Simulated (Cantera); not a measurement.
Charge: 1 mol SiO2, 1.1 mol CH4, 0.62 mol H2, 1 mol C, equilibrated at 2075 K and 750 Torr.

Method: chemical equilibrium by Gibbs-energy minimisation in Cantera with the NASA 1993 tables (ideal gas, pure condensed phases). Candidate condensed phases: C, C6H6, C7H8, C8H18, H2O, Si, SiC, SiO2; 123 gas species. Gases not in the tables: Si2H6 and higher silanes. Equilibrium is a limit: real reactors are often held back by kinetics, nucleation or transport.

Base state: H2 0.583, CO 0.321, SiO 0.0932, H 0.00203, H2O 8.46e-5, Si 3.75e-5, SiH2 3.44e-5, C2H2 (acetylene) 2.75e-5 (mole fractions); condensed: SiC(s).

Question: What changes in the equilibrium state with this change: temperature from 2075 K to 2300 K?

Answer: 
| species | before | after |
|---|---|---|
| H2 | 0.583 | 0.578 |
| CO | 0.321 | 0.320 |
| SiO | 0.0932 | 0.0926 |
| H | 0.00203 | 0.00736 |
| Si2C | 1.39e-6 | 4.48e-5 |
| Si | 3.75e-5 | 0.000552 |
| SiH | 1.64e-5 | 0.000154 |
| SiC(s), mol | 0.550 | 0.547 |

Question: What changes in the equilibrium state with this change: pressure from 750 Torr to 255 Torr?

Answer: 
```tsv
species	before	after
H2	0.583	0.582
CO	0.321	0.321
SiO	0.0932	0.0931
H	0.00203	0.00349
CH4	2.32e-5	7.87e-6
H2O	8.46e-5	2.87e-5
SiC(s), mol	0.550	0.549
```

Question: What changes in the equilibrium state with this change: temperature from 2075 K to 2498 K?

Answer: 
| species | before | after |
|---|---|---|
| H2 | 0.583 | 0.566 |
| CO | 0.321 | 0.319 |
| SiO | 0.0932 | 0.0896 |
| H | 0.00203 | 0.0187 |
| Si | 3.75e-5 | 0.00387 |
| SiC2 | 8.23e-8 | 8.29e-5 |
| Si3 | 1.29e-8 | 1.22e-5 |
| Si2 | 1.70e-7 | 8.53e-5 |
| Si2C | 1.39e-6 | 0.000551 |
| SiC(s), mol | 0.550 | 0.530 |
